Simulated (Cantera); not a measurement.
**Thermodynamics of hydrogen reduction and annealing atmospheres, feed PbO + H2 + H2O**

Feed: 1 mol PbO, 3.9 mol H2, 1.5 mol H2O, at 0.730 bar.

Method: chemical equilibrium by Gibbs-energy minimisation in Cantera with the NASA 1993 tables (ideal gas, pure condensed phases). Candidate condensed phases: H2O, Pb, PbO, PbO2, Pb3O4; 12 gas species. Gases not in the tables: (PbO)n polymers. Equilibrium is a limit: real reactors are often held back by kinetics, nucleation or transport.

| T (°C) | log p H2 | log p H2O | log p Pb | log p H | n Pb(l) |
|---|---|---|---|---|---|
| 1202 | -0.42 | -0.48 | -1.72 | -5.10 | 0.854 |
| 1277 | -0.43 | -0.50 | -1.41 | -4.72 | 0.693 |
| 1352 | -0.45 | -0.52 | -1.13 | -4.38 | 0.384 |
| 1427 | -0.48 | -0.55 | -0.94 | -4.07 | 0 |
| 1502 | -0.48 | -0.55 | -0.94 | -3.78 | 0 |
| 1577 | -0.48 | -0.55 | -0.94 | -3.51 | 0 |
| 1652 | -0.48 | -0.55 | -0.94 | -3.26 | 0 |
| 1727 | -0.48 | -0.55 | -0.95 | -3.03 | 0 |
| 1802 | -0.48 | -0.55 | -0.95 | -2.82 | 0 |
| 1877 | -0.48 | -0.55 | -0.95 | -2.62 | 0 |
log p: log10 of the partial pressure in bar; n: condensed amount in mol.

From 1202 °C to 1352 °C the condensed part is Pb(l). From 1427 °C to 1877 °C nothing is condensed.
